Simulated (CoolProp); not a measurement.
Vapour-liquid equilibrium of toluene (1) + p-xylene (2) at 0.462 MPa; x and y are mole fractions of (1).

The numbers come from the multi-fluid Helmholtz-energy mixture model, Lemmon 2006 and Zhou 2012; pair parameters Bell 2016 in CoolProp.

```json
[
 {"x": "0.05", "bubble temperature (K)": "[?]", "y at the bubble point": "0.080", "dew temperature at overall composition x (K)": "477.8", "liquid density (mol/L)": "6.466"},
 {"x": "0.15", "bubble temperature (K)": "473.1", "y at the bubble point": "0.228", "dew temperature at overall composition x (K)": "475.2", "liquid density (mol/L)": "6.589"},
 {"x": "0.25", "bubble temperature (K)": "469.5", "y at the bubble point": "0.360", "dew temperature at overall composition x (K)": "472.5", "liquid density (mol/L)": "6.714"},
 {"x": "0.35", "bubble temperature (K)": "466.0", "y at the bubble point": "0.478", "dew temperature at overall composition x (K)": "469.7", "liquid density (mol/L)": "6.839"},
 {"x": "0.45", "bubble temperature (K)": "462.6", "y at the bubble point": "[?]", "dew temperature at overall composition x (K)": "466.8", "liquid density (mol/L)": "6.966"},
 {"x": "0.55", "bubble temperature (K)": "459.5", "y at the bubble point": "0.677", "dew temperature at overall composition x (K)": "463.7", "liquid density (mol/L)": "7.094"},
 {"x": "0.65", "bubble temperature (K)": "456.6", "y at the bubble point": "0.762", "dew temperature at overall composition x (K)": "460.4", "liquid density (mol/L)": "7.223"},
 {"x": "0.75", "bubble temperature (K)": "453.8", "y at the bubble point": "[?]", "dew temperature at overall composition x (K)": "[?]", "liquid density (mol/L)": "7.354"},
 {"x": "0.85", "bubble temperature (K)": "451.1", "y at the bubble point": "0.907", "dew temperature at overall composition x (K)": "[?]", "liquid density (mol/L)": "[?]"},
 {"x": "0.95", "bubble temperature (K)": "448.6", "y at the bubble point": "0.970", "dew temperature at overall composition x (K)": "449.4", "liquid density (mol/L)": "7.623"}
]
```

Problem. Fill in the missing entries.

Solution. 
- 0.05, bubble temperature (K): 477.0
- 0.45, y at the bubble point: 0.583
- 0.75, y at the bubble point: 0.838
- 0.75, dew temperature at overall composition x (K): 457.0
- 0.85, dew temperature at overall composition x (K): 453.3
- 0.85, liquid density (mol/L): 7.487

No azeotrope shows between x = 0.05 and 0.95.

The pair parameters rest on a limited set of measurements; away from them the model extrapolates.
